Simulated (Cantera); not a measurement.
Input (Python, Cantera) and output of one run.

```python
import numpy as np
import cantera as ct

gas_names = """
    CL CL2 H HCL H2 Si SiCL SiCL2 SiCL3 SiCL4 SiH SiHCL3 SiH2 SiH2CL2 SiH3 SiH3CL SiH4 Si2 Si3
""".split()
cond_names = """
    Si(cr) Si(L)
""".split()


# ... load() reads the species with a 1 bar reference pressure and builds the phases ...
atoms = {
    'SiCl4': {'Si': 1, 'CL': 4},
    'Cl2': {'CL': 2},
    'H2': {'H': 2},
}
top_T = {}  # K; cautious upper limits of use, not melting points


# ... equilibrate(T, P, feed) seeds the gas with the atoms and calls Mixture.equilibrate('TP', solver="vcs", rtol=1e-11, max_steps=5000) ...
results = []
feed = {'SiCl4': 1, 'Cl2': 1.9, 'H2': 19}  # mol
P = 92000  # Pa
for T in [500, 650, 800, 950, 1100, 1250, 1400, 1550, 1700]:
    mix = equilibrate(T, P, feed)
    results.append((T, P, feed, dict(zip(mix.species_names, mix.species_moles))))
    x = sorted(zip(gas.X, gas.species_names), reverse=True)
    print(f"T = {T:g} K  P = {P:g} Pa  gas = {mix.phase_moles(0):.4g} mol")
    print("   x: " + "  ".join(f"{s} {v:.3e}" for v, s in x if v > 0.001))
    print("   condensed (mol): " + ("  ".join(f"{mix.phase(i).name} {mix.phase_moles(i):.4g}"
          for i in range(1, mix.n_phases) if mix.phase_moles(i) > 1e-12) or "none"))
```

It prints:

```
T = 500 K  P = 92000 Pa  gas = 21.9 mol
   x: H2 7.808e-01  HCL 1.735e-01  SiCL4 4.566e-02
   condensed (mol): none
T = 650 K  P = 92000 Pa  gas = 21.9 mol
   x: H2 7.808e-01  HCL 1.735e-01  SiCL4 4.565e-02
   condensed (mol): none
T = 800 K  P = 92000 Pa  gas = 21.9 mol
   x: H2 7.806e-01  HCL 1.737e-01  SiCL4 4.548e-02
   condensed (mol): none
T = 950 K  P = 92000 Pa  gas = 21.9 mol
   x: H2 7.799e-01  HCL 1.744e-01  SiCL4 4.473e-02
   condensed (mol): none
T = 1100 K  P = 92000 Pa  gas = 21.9 mol
   x: H2 7.778e-01  HCL 1.765e-01  SiCL4 4.267e-02  SiHCL3 2.773e-03
   condensed (mol): none
T = 1250 K  P = 92000 Pa  gas = 21.93 mol
   x: H2 7.727e-01  HCL 1.817e-01  SiCL4 3.780e-02  SiHCL3 5.720e-03  SiCL3 1.529e-03
   condensed (mol): none
T = 1400 K  P = 92000 Pa  gas = 22.08 mol
   x: H2 7.582e-01  HCL 1.965e-01  SiCL4 2.654e-02  SiHCL3 7.247e-03  SiCL3 5.806e-03  SiCL2 5.393e-03
   condensed (mol): none
T = 1550 K  P = 92000 Pa  gas = 22.44 mol
   x: H2 7.329e-01  HCL 2.225e-01  SiCL2 1.954e-02  SiCL4 1.127e-02  SiCL3 8.890e-03  SiHCL3 4.563e-03
   condensed (mol): none
T = 1700 K  P = 92000 Pa  gas = 22.71 mol
   x: H2 7.153e-01  HCL 2.405e-01  SiCL2 3.203e-02  SiCL3 7.032e-03  SiCL4 3.040e-03  SiHCL3 1.749e-03
   condensed (mol): none
```

Equilibrium computed with Cantera from the NASA thermochemical tables; the gas is ideal and each condensed phase is pure. The tables' values for SiCl3 are old estimates; treat these amounts as uncertain.
